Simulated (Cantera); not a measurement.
Diamond growth

A diamond (100) surface in a fixed gas of H2 with x(CH4) = 0.02, x(H) = 0.0013, x(CH3) = 0.00027, 41.3 Torr; coverages are run to steady state.

Computed with Cantera and the Harris–Goodwin 1993 mechanism for the reconstructed diamond (100) surface.

| T (K) | growth (µm/h) | θ c6HH | θ c6H* | θ c6*H | θ c6** | θ c6HM |
|---|---|---|---|---|---|---|
| 925 | 4.33 | 0.562 | 0.0102 | 0.263 | 0.00424 | 0.126 |
| 975 | 5.49 | 0.541 | 0.0139 | 0.307 | 0.00642 | 0.0987 |
| 1025 | 6.12 | 0.522 | 0.0184 | 0.351 | 0.00928 | 0.0709 |
| 1075 | 5.52 | 0.505 | 0.0235 | 0.395 | 0.0129 | 0.0423 |
| 1125 | 3.95 | 0.487 | 0.0290 | 0.435 | 0.0170 | 0.0197 |
| 1175 | 2.58 | 0.466 | 0.0345 | 0.465 | 0.0212 | 0.00768 |
| 1225 | 1.89 | 0.443 | 0.0398 | 0.485 | 0.0253 | 0.00279 |
| 1275 | 1.66 | 0.423 | 0.0448 | 0.499 | 0.0292 | 0.00101 |
| 1325 | 1.58 | 0.406 | 0.0496 | 0.508 | 0.0327 | 0.000366 |
| 1375 | 1.34 | 0.394 | 0.0541 | 0.514 | 0.0359 | 0.000134 |
θ: site fractions in the mechanism's names (c6HH fully hydrogenated, c6H* and c6*H radical sites, c6** diradical, c6HM methylated).
